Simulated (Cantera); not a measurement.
An isothermal, constant-pressure homogeneous reactor starts with 30.4 % H₂, 66.1 % O₂, 3.50 % N₂, at 1448 K and 10.00 Torr.

Computed with Cantera and GRI-Mech 3.0 (53 species, 325 reactions). Radical loss at walls, strong at low pressure, is not modelled. The temperature is held fixed by assumption; the heat of reaction is taken as removed at once.

x: mole fraction; the columns are a selection and need not sum to one.

```json
[
 {"t (s)": "0.000200", "x H₂": "0.304", "x O₂": "0.661", "x OH": "5.08e-5", "x H": "0.000133", "x HO₂": "___", "x O": "6.19e-5"},
 {"t (s)": "0.000549", "x H₂": "0.0287", "x O₂": "0.496", "x OH": "0.0267", "x H": "0.108", "x HO₂": "5.27e-6", "x O": "0.0973"},
 {"t (s)": "0.00151", "x H₂": "0.0218", "x O₂": "0.493", "x OH": "0.0247", "x H": "0.101", "x HO₂": "5.39e-6", "x O": "0.102"},
 {"t (s)": "0.00413", "x H₂": "0.0203", "x O₂": "0.505", "x OH": "0.0241", "x H": "0.0851", "x HO₂": "5.70e-6", "x O": "0.0901"},
 {"t (s)": "0.0113", "x H₂": "0.0156", "x O₂": "0.534", "x OH": "0.0217", "x H": "0.0509", "x HO₂": "6.30e-6", "x O": "0.0632"},
 {"t (s)": "0.0311", "x H₂": "0.00637", "x O₂": "0.575", "x OH": "0.0144", "x H": "0.0116", "x HO₂": "6.04e-6", "x O": "0.0234"},
 {"t (s)": "0.0854", "x H₂": "0.000998", "x O₂": "0.595", "x OH": "0.00578", "x H": "0.000680", "x HO₂": "___", "x O": "0.00354"},
 {"t (s)": "0.234", "x H₂": "0.000132", "x O₂": "0.599", "x OH": "0.00212", "x H": "3.27e-5", "x HO₂": "___", "x O": "0.000468"},
 {"t (s)": "0.643", "x H₂": "2.48e-5", "x O₂": "0.600", "x OH": "0.000917", "x H": "2.65e-6", "x HO₂": "___", "x O": "8.76e-5"},
 {"t (s)": "1.76", "x H₂": "6.83e-6", "x O₂": "0.600", "x OH": "0.000482", "x H": "3.86e-7", "x HO₂": "___", "x O": "2.42e-5"},
 {"t (s)": "4.84", "x H₂": "3.85e-6", "x O₂": "0.600", "x OH": "0.000362", "x H": "1.63e-7", "x HO₂": "1.85e-7", "x O": "1.36e-5"},
 {"t (s)": "13.3", "x H₂": "3.71e-6", "x O₂": "0.600", "x OH": "0.000356", "x H": "1.55e-7", "x HO₂": "1.87e-7", "x O": "1.32e-5"},
 {"t (s)": "36.4", "x H₂": "3.71e-6", "x O₂": "0.600", "x OH": "0.000356", "x H": "1.55e-7", "x HO₂": "1.87e-7", "x O": "1.32e-5"},
 {"t (s)": "100", "x H₂": "3.71e-6", "x O₂": "0.600", "x OH": "0.000356", "x H": "1.55e-7", "x HO₂": "1.87e-7", "x O": "1.32e-5"}
]
```

**Question.** Complete the blanks.

**Answer.** 
- 0.000200, x HO₂: 1.78e-6
- 0.0854, x HO₂: 2.67e-6
- 0.234, x HO₂: 6.01e-7
- 0.643, x HO₂: 1.97e-7
- 1.76, x HO₂: 1.64e-7
